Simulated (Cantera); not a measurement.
An isothermal, constant-pressure homogeneous reactor starts with CH4 : CO2 = 1 : 0.36 (molar parts), at 1400 K and 0.178 atm. Integrator tolerance rtol = 1e-08.

Detailed kinetics in Cantera: GRI-Mech 3.0 (53 species, 325 reactions). GRI-Mech 3.0 stops at C3 and has no aromatics, soot or wall deposition, so with more carbon than oxygen in the feed, carbon stays in small species such as C2H2 where larger ones or solid carbon would form.

Task: What does this change do: pressure from 0.178 atm to 1.58 atm?

Result: 
```csv
quantity,before,after
x(CH4) at 2.00 s,0.612 (gas-phase equilibrium 0.0605),0.419 (gas-phase equilibrium 0.202)
x(CO2) at 2.00 s,0.241 (gas-phase equilibrium 9.77e-8),0.172 (gas-phase equilibrium 1.79e-6)
x(CH2CO) at 2.00 s,6.15e-7 (gas-phase equilibrium 2.42e-7),3.94e-6 (gas-phase equilibrium 1.19e-6)
x(H) at 2.00 s,9.85e-7 (gas-phase equilibrium 8.65e-6),1.01e-6 (gas-phase equilibrium 2.55e-6)
x(C2H) at 2.00 s,3.14e-10 (gas-phase equilibrium 1.31e-9),3.34e-10 (gas-phase equilibrium 1.53e-10)
```

Task: What does this change do: temperature 1400 to 1525 K?

Result: 
| quantity | before | after |
|---|---|---|
| x(CH4) at 2.00 s | 0.612 (gas-phase equilibrium 0.0605) | 0.129 (gas-phase equilibrium 0.0179) |
| x(CO2) at 2.00 s | 0.241 (gas-phase equilibrium 9.77e-8) | 0.0442 (gas-phase equilibrium 5.67e-8) |
| x(CH2CO) at 2.00 s | 6.15e-7 (gas-phase equilibrium 2.42e-7) | 2.64e-5 (gas-phase equilibrium 1.84e-7) |
| x(H) at 2.00 s | 9.85e-7 (gas-phase equilibrium 8.65e-6) | 2.48e-5 (gas-phase equilibrium 4.35e-5) |
| x(C2H) at 2.00 s | 3.14e-10 (gas-phase equilibrium 1.31e-9) | 2.27e-8 (gas-phase equilibrium 1.72e-8) |
